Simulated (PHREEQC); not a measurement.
A PHREEQC input (ion-association model, phreeqc.dat):

```
SOLUTION 1
  temp 25
  units percent
  pH 6.84
  pe 9.6
  Na 0.136
  K 0.00329
  Ca 3.29
  Mg 0.714
  Cl 0.629
  S(6) 2.29 as SO4
  Alkalinity 10.5 as HCO3
  Li 0.00136
  Zn 0.467
END
USE solution 1
EQUILIBRIUM_PHASES 1
  Gypsum 0 0
  CO2(g) -2.5 10
END
```

It stops with these messages:

```
ERROR: Calculations terminating due to input errors.
```

The fault: a unit that the program doesn't know. The line should read `units mg/kgw` where the input has `units percent`. With the mend the run ends at pH 6.54 and ionic strength 0.000380 mol/kgw.
